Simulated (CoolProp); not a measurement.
Saturation properties of n-decane (Tc = 617.7 K, pc = 21.01 bar, ω = 0.488).

The numbers come from the reference Helmholtz-energy equation of state, Lemmon 2006 in CoolProp. It is a short technical equation, of lower accuracy than the large ones.

| T (K) | p (bar) | liquid density (kg/m³) | vapour density (kg/m³) | liquid conductivity (mW/(m K)) |
|---|---|---|---|---|
| 391.4 | 0.1898 | 652.4 | 0.8462 | 107 |
| 410.3 | 0.3563 | 636.6 | 1.533 | 103 |
| 429.3 | 0.6268 | 620.1 | 2.617 | 98.6 |
| 448.3 | 1.040 | 602.9 | 4.246 | 94.7 |
| 467.2 | 1.639 | 585.1 | 6.590 | 91.1 |
| 486.2 | 2.482 | 566.0 | 9.916 | 87.7 |
| 505.2 | 3.625 | 545.5 | 14.54 | 84.5 |
| 524.1 | 5.126 | 523.1 | 20.89 | 81.5 |
| 543.1 | 7.073 | 497.9 | 29.77 | 78.7 |
| 562.1 | 9.545 | 468.5 | 42.47 | 76.2 |

It boils at 447.3 K under 1 atm.

Thermal conductivity comes from a separate model (Huber 2005).
